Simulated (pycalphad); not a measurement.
CALPHAD calculation (pycalphad, COST 507 light-alloy database (1999)), 1 atm. These are 1990s assessments: newer ones move some temperatures and phases. Phase fractions are per mole of atoms. Kinetics are ignored, which matters at the lower temperatures.

### Question
Give the equilibrium state of Si-0.6145Zr (wt.%) at 1650 K.

### Answer
```
T = 1650.00 K, P = 101325 Pa, N = 1 mol of atoms
G = -66327 J/mol, H = 36271 J/mol, S = 62.18 J/(mol K)  (SER reference)
chemical potentials (J/mol): Si -65936, Zr -271836
phase             fraction      x(Si)      x(Zr)
DIAMOND_A4          0.9663     1.0000       none
LIQUID              0.0337     0.9435     0.0565
```

### Question
Give the equilibrium state of Si-0.6145Zr (wt.%) at 650 K.

### Answer
```
T = 650.00 K, P = 101325 Pa, N = 1 mol of atoms
G = -15962 J/mol, H = 7711 J/mol, S = 36.42 J/(mol K)  (SER reference)
chemical potentials (J/mol): Si -15618, Zr -196357
phase             fraction      x(Si)      x(Zr)
DIAMOND_A4          0.9943     1.0000       none
SI2ZR               0.0057     0.6667     0.3333
```

Database names, with the compositions (at.%) that they take in these runs: SI2ZR: Si 67 Zr 33. DIAMOND_A4 is diamond (Si). An entry "none" or "no" means that the model of the phase leaves that element out.
